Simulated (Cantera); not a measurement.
Feed: 1 mol SiF4, 0.13 mol O3, 170 mol N2, at 133 Pa.

Cantera equilibrium calculation (NASA polynomials, part measured and part estimated; ideal gas, pure solids and liquids). Candidate condensed phases: Si, SiO2, Si2N2O, Si3N4; 28 gas species. The tables' values for SiF3 are old estimates; treat these amounts as uncertain. The numbers say what is thermodynamically allowed, not how fast it happens. All values below are at 2000 K.

Base state: N2 0.992, SiF4 0.00553, O2 0.000625, F 0.000612, NO 0.000469, O 0.000458, SiF3 0.000209, SiO 9.84e-5 (mole fractions); condensed: gas only.

Question: What changes in the equilibrium state with this change: O3 from 0.13 to 0.2 mol?

Answer: 
```csv
species,before,after
N2,0.992,0.991
SiF4,0.00553,0.00552
O2,0.000625,0.00108
NO,0.000469,0.000617
O,0.000458,0.000603
SiO,9.84e-5,0.000108
SiF3,0.000209,0.000200
F,0.000612,0.000641
```
